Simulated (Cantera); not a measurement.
What does this Cantera script print?

```python
import numpy as np
import cantera as ct

gas_names = """
    H HO2 H2 H2O H2O2 Nb NbO NbO2 O OH O2 O3
""".split()
cond_names = """
    H2O(s) H2O(L) Nb(cr) Nb(L) NbO(s) NbO(L) NbO2(I) NbO2(II) NbO2(III) NbO2(L) Nb2O5(s) Nb2O5(L)
""".split()


# ... load() reads the species with a 1 bar reference pressure and builds the phases ...
atoms = {
    'Nb': {'Nb': 1},
    'H2O': {'H': 2, 'O': 1},
}
top_T = {}  # K; cautious upper limits of use, not melting points


# ... equilibrate(T, P, feed) seeds the gas with the atoms and calls Mixture.equilibrate('TP', solver="vcs", rtol=1e-11, max_steps=5000) ...
results = []
feed = {'Nb': 1, 'H2O': 0.096}  # mol
for P in [0.1, 1.5, 22, 320, 4600, 68000, 1000000]:
    for T in [1848, 1898, 1948, 1998, 2048, 2098, 2148, 2198, 2248, 2298, 2348, 2398]:
        mix = equilibrate(T, P, feed)
        results.append((T, P, feed, dict(zip(mix.species_names, mix.species_moles))))

for T, P, feed, n in results:
    print(f"{T:7g} {P:10.4g}  " + (" + ".join(c for c in cond_names if n.get(c, 0) > 1e-12) or "gas only"))
```

It prints:

```
   1848        0.1  Nb(cr) + NbO(s)
   1898        0.1  Nb(cr) + NbO(s)
   1948        0.1  Nb(cr) + NbO(s)
   1998        0.1  Nb(cr)
   2048        0.1  Nb(cr)
   2098        0.1  Nb(cr)
   2148        0.1  Nb(cr)
   2198        0.1  Nb(cr)
   2248        0.1  Nb(cr)
   2298        0.1  Nb(cr)
   2348        0.1  Nb(cr)
   2398        0.1  Nb(cr)
   1848        1.5  Nb(cr) + NbO(s)
   1898        1.5  Nb(cr) + NbO(s)
   1948        1.5  Nb(cr) + NbO(s)
   1998        1.5  Nb(cr) + NbO(s)
   2048        1.5  Nb(cr) + NbO(s)
   2098        1.5  Nb(cr) + NbO(s)
   2148        1.5  Nb(cr)
   2198        1.5  Nb(cr)
   2248        1.5  Nb(cr)
   2298        1.5  Nb(cr)
   2348        1.5  Nb(cr)
   2398        1.5  Nb(cr)
   1848         22  Nb(cr) + NbO(s)
   1898         22  Nb(cr) + NbO(s)
   1948         22  Nb(cr) + NbO(s)
   1998         22  Nb(cr) + NbO(s)
   2048         22  Nb(cr) + NbO(s)
   2098         22  Nb(cr) + NbO(s)
   2148         22  Nb(cr) + NbO(s)
   2198         22  Nb(cr) + NbO(s)
   2248         22  Nb(cr) + NbO(L)
   2298         22  Nb(cr) + NbO(L)
   2348         22  Nb(cr)
   2398         22  Nb(cr)
   1848        320  Nb(cr) + NbO(s)
   1898        320  Nb(cr) + NbO(s)
   1948        320  Nb(cr) + NbO(s)
   1998        320  Nb(cr) + NbO(s)
   2048        320  Nb(cr) + NbO(s)
   2098        320  Nb(cr) + NbO(s)
   2148        320  Nb(cr) + NbO(s)
   2198        320  Nb(cr) + NbO(s)
   2248        320  Nb(cr) + NbO(L)
   2298        320  Nb(cr) + NbO(L)
   2348        320  Nb(cr) + NbO(L)
   2398        320  Nb(cr) + NbO(L)
   1848       4600  Nb(cr) + NbO(s)
   1898       4600  Nb(cr) + NbO(s)
   1948       4600  Nb(cr) + NbO(s)
   1998       4600  Nb(cr) + NbO(s)
   2048       4600  Nb(cr) + NbO(s)
   2098       4600  Nb(cr) + NbO(s)
   2148       4600  Nb(cr) + NbO(s)
   2198       4600  Nb(cr) + NbO(s)
   2248       4600  Nb(cr) + NbO(L)
   2298       4600  Nb(cr) + NbO(L)
   2348       4600  Nb(cr) + NbO(L)
   2398       4600  Nb(cr) + NbO(L)
   1848    6.8e+04  Nb(cr) + NbO(s)
   1898    6.8e+04  Nb(cr) + NbO(s)
   1948    6.8e+04  Nb(cr) + NbO(s)
   1998    6.8e+04  Nb(cr) + NbO(s)
   2048    6.8e+04  Nb(cr) + NbO(s)
   2098    6.8e+04  Nb(cr) + NbO(s)
   2148    6.8e+04  Nb(cr) + NbO(s)
   2198    6.8e+04  Nb(cr) + NbO(s)
   2248    6.8e+04  Nb(cr) + NbO(L)
   2298    6.8e+04  Nb(cr) + NbO(L)
   2348    6.8e+04  Nb(cr) + NbO(L)
   2398    6.8e+04  Nb(cr) + NbO(L)
   1848      1e+06  Nb(cr) + NbO(s)
   1898      1e+06  Nb(cr) + NbO(s)
   1948      1e+06  Nb(cr) + NbO(s)
   1998      1e+06  Nb(cr) + NbO(s)
   2048      1e+06  Nb(cr) + NbO(s)
   2098      1e+06  Nb(cr) + NbO(s)
   2148      1e+06  Nb(cr) + NbO(s)
   2198      1e+06  Nb(cr) + NbO(s)
   2248      1e+06  Nb(cr) + NbO(L)
   2298      1e+06  Nb(cr) + NbO(L)
   2348      1e+06  Nb(cr) + NbO(L)
   2398      1e+06  Nb(cr) + NbO(L)
```

These are equilibrium values from Cantera (NASA tables, ideal gas, pure condensed phases), not measurements of a reactor. Mutual solubility and eutectic melting of coexisting phases are not modelled. NbO: taken at fixed stoichiometry. Condensed phases not in the tables: N, O or C dissolved in the metal.
